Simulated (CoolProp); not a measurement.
A single-stage vapour-compression cycle with R22: evaporating at 225.15 K (dew point), condensing at 286.15 K (bubble point), superheat 5 K, subcooling 2 K, compressor efficiency 0.65, no pressure losses. Each further row changes one setting.

The numbers come from the reference Helmholtz-energy equation of state, Kamei 1995 in CoolProp.

| case | cooling COP | pressure ratio | discharge temperature (K) | refrigerating effect (kJ/kg) | volumetric capacity (kJ/m³) |
|---|---|---|---|---|---|
| as stated | 1.88 | 10.4 | 378.0 | 174 | 577 |
| evaporating temperature 230.15 K | 2.14 | 8.15 | 368.1 | 177 | 736 |
| condensing temperature 281.15 K | 2.10 | 8.97 | 368.0 | 180 | 597 |
| subcooling 7 K | 1.94 | 10.4 | 378.0 | 180 | 597 |
| superheat 15 K | 1.86 | 10.4 | 391.0 | 180 | 570 |
| compressor efficiency 0.55 | 1.59 | 10.4 | 399.5 | 174 | 577 |
